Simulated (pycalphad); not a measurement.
Computed with pycalphad from the COST 507 light-alloy database (1999), at 1 atm. The data set is of 1999 and partly superseded. Amounts are mole fractions of atoms. Kinetics are ignored, which matters at the lower temperatures.

Q: Give the equilibrium state of Si-43.51C (wt.%) at 1450 K.

A: CSI, fraction 0.714, with 30.0 C wt.%; GRAPHITE, fraction 0.286, with 100 C wt.%.

Q: Give the equilibrium state of Si-43.51C (wt.%) at 3150 K.

A: GRAPHITE, fraction 0.559, with 100 C wt.%; LIQUID, fraction 0.441, with 9.1 C wt.%.

Database names, with the compositions (at.%) that they take in these runs: CSI: Si 50 C 50.
